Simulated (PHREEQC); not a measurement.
1 kg of water holding 0.0077 mol/kgw K2SO4 and 0.0058 mol/kgw KCl is evaporated at 25 °C; the solids stay in contact with the brine. CO2 from the air is kept out. Solids allowed: Arcanite, Misenite, Sylvite. Others were left out.

Equilibrium calculation in PHREEQC: Pitzer model, pitzer.dat.

```
water left (kg)  ionic strength  water activity  Arcanite (mol)  Cl in solution (mol/kgw)  K in solution (mol/kgw)  S in solution (mol/kgw)
---------------  --------------  --------------  --------------  ------------------------  -----------------------  -----------------------
1                        0.0289           0.999               0                   0.00580                   0.0212                  0.00770
0.6755                   0.0428           0.999               0                   0.00859                   0.0314                   0.0114
0.4563                   0.0633           0.999               0                    0.0127                      ___                   0.0169
0.3082                   0.0938           0.998               0                    0.0188                   0.0688                   0.0250
0.2082                    0.139           0.997               0                    0.0279                    0.102                   0.0370
0.1407                    0.205           0.996               0                    0.0412                    0.151                   0.0547
0.09502                   0.304           0.995               0                    0.0610                    0.223                   0.0810
0.05275                   0.548             ___               0                     0.110                    0.402                      ___
0.03564                   0.811           0.987               0                     0.163                    0.595                    0.216
0.02407                    1.20             ___               0                     0.241                    0.881                    0.320
0.01627                    1.78           0.972               0                     0.356                     1.30                      ___
0.01099                    1.91           0.967         0.00264                     0.528                     1.45                    0.460
0.007426                   1.97           0.961         0.00476                     0.781                     1.57                      ___
0.005012                   2.12           0.952         0.00609                      1.16                     1.80                    0.322
```

### Question
Fill in the missing entries.

### Answer

- 0.4563, K in solution (mol/kgw): 0.0465
- 0.05275, water activity: 0.991
- 0.05275, S in solution (mol/kgw): 0.146
- 0.02407, water activity: 0.981
- 0.01627, S in solution (mol/kgw): 0.473
- 0.007426, S in solution (mol/kgw): 0.396
